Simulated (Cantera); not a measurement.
Input: 1 mol Al(CH3)3, 72 mol NH3, 920 mol H2, held at 1927 °C and 0.133 bar.

Method: chemical equilibrium by Gibbs-energy minimisation in Cantera with the NASA 1993 tables (ideal gas, pure condensed phases). Candidate condensed phases: Al, AlN, C, C6H6, C7H8, C8H18; 97 gas species. The feed counts by its element totals alone. Kinetics and transport are ignored.

Base state: H2 0.949, N2 0.0324, H 0.0150, HCN 0.00195, Al 0.000870, C2H2 (acetylene) 0.000332, HNC 0.000154, AlH 5.81e-5 (mole fractions); condensed: gas only.

Task: What changes in the equilibrium state with this change: NH3 from 72 to 270 mol?

Result: 
```csv
species,before,after
H2,0.949,0.892
N2,0.0324,0.0905
H,0.0150,0.0146
Al,0.000870,0.000636
C2H2 (acetylene),0.000332,9.08e-5
CH4,1.17e-5,5.56e-6
AlH,5.81e-5,4.12e-5
HNC,0.000154,0.000135
```
